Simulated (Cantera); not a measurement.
Cantera run, input and output.

```python
import numpy as np
import cantera as ct

gas = ct.Solution("gri30.yaml", transport_model="mixture-averaged")
show = ['N2', 'O', 'H']

rows = []
print(f"{'T/K':>7s}{'rho':>11s}{'cp':>10s}{'mu':>11s}{'lambda':>11s}{'Pr':>7s}" + "".join(f"{'D_' + s:>11s}" for s in show))
for T in [400, 650, 900, 1150, 1400, 1650, 1900, 2150, 2400]:
    gas.TPX = T, 67000, {'O2': 0.9}
    Pr = gas.cp_mass * gas.viscosity / gas.thermal_conductivity
    D = [gas.mix_diff_coeffs_mole[gas.species_index(s)] for s in show]
    rows.append([gas.density, gas.cp_mass, gas.viscosity, gas.thermal_conductivity, Pr, *D])
    print(f"{T:7g}{gas.density:11.4e}{gas.cp_mass:10.1f}{gas.viscosity:11.4e}"
          f"{gas.thermal_conductivity:11.4e}{Pr:7.3f}" + "".join(f"{d:11.4e}" for d in D))
print("SI units: kg/m3, J/kg/K, Pa s, W/m/K, m2/s")
```

It prints:

```
    T/K        rho        cp         mu     lambda     Pr       D_N2        D_O        D_H
    400 6.4462e-01     941.4 2.5629e-05 3.3852e-02  0.713 5.2227e-05 8.2181e-05 3.2130e-04
    650 3.9669e-01    1017.4 3.5981e-05 5.1624e-02  0.709 1.1965e-04 1.8751e-04 7.4334e-04
    900 2.8650e-01    1073.7 4.4705e-05 6.7643e-02  0.710 2.0664e-04 3.2337e-04 1.2887e-03
   1150 2.2422e-01    1108.6 5.2496e-05 8.2174e-02  0.708 3.1100e-04 4.8636e-04 1.9430e-03
   1400 1.8418e-01    1134.2 5.9661e-05 9.5657e-02  0.707 4.3129e-04 6.7422e-04 2.6971e-03
   1650 1.5627e-01    1155.4 6.6364e-05 1.0843e-01  0.707 5.6645e-04 8.8535e-04 3.5442e-03
   1900 1.3571e-01    1174.1 7.2707e-05 1.2073e-01  0.707 7.1567e-04 1.1185e-03 4.4793e-03
   2150 1.1993e-01    1191.7 7.8755e-05 1.3274e-01  0.707 8.7829e-04 1.3725e-03 5.4983e-03
   2400 1.0744e-01    1209.0 8.4555e-05 1.4458e-01  0.707 1.0538e-03 1.6466e-03 6.5976e-03
SI units: kg/m3, J/kg/K, Pa s, W/m/K, m2/s
```

Cantera simulation using GRI-Mech 3.0 (53 species, 325 reactions); the numbers are that mechanism's predictions, not measurements.
